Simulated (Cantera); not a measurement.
Input: 1 mol Al, 23 mol NH3, 1.2 mol N2, equilibrated at 0.000640 bar.

Method: chemical equilibrium by Gibbs-energy minimisation in Cantera with the NASA 1993 tables (ideal gas, pure condensed phases). Candidate condensed phases: Al, AlN; 13 gas species. The numbers say what is thermodynamically allowed, not how fast it happens.

Q: At 1773 K, list the 5 most abundant gas species with their mole fractions, and the condensed phases.

A: H2 0.709, N2 0.262, Al 0.0190, H 0.00947, AlH 0.000199. Condensed: AlN(s).
